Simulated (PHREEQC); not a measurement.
0.34 g of hydrous ferric oxide (600 m²/g; 0.2 weak and 0.005 strong sites per Fe, Dzombak-Morel constants, diffuse double layer) in 1 kg of water with 0.1 mol/kgw of an inert sodium salt and 1.4 mmol/kgw H3BO3 and 0.0011 mmol/kgw Na2SO4, at 25 °C; the pH is set by adding NaOH or the inert anion's acid. Oxygen is held at 0.21 atm. The system is closed to CO2. Precipitation was switched off in this run.

The numbers come from PHREEQC with the ion-association model, wateq4f.dat.

```csv
pH,B sorbed (%),S sorbed (%),surface charge σ (C/m²),surface potential ψ (mV)
4,0.0,98.7,0.320,146
4.5,0.1,97.7,0.272,138
5,0.1,94.9,0.214,126
5.5,0.2,86.2,0.158,111
6,0.2,62.9,0.111,93
6.5,0.2,27.7,0.074,74
7,0.2,6.8,0.045,52
7.5,0.2,1.2,0.022,29
8.5,0.2,0.0,-0.014,-19
9,0.1,0.0,-0.034,-42
9.5,0.1,0.0,-0.060,-65
10,0.0,0.0,-0.094,-85
10.5,0.0,0.0,-0.137,-103
11,0.0,0.0,-0.191,-119
11.5,0.0,0.0,-0.250,-133
12,0.0,0.0,-0.307,-141
```

Species that the database lacks are ignored.
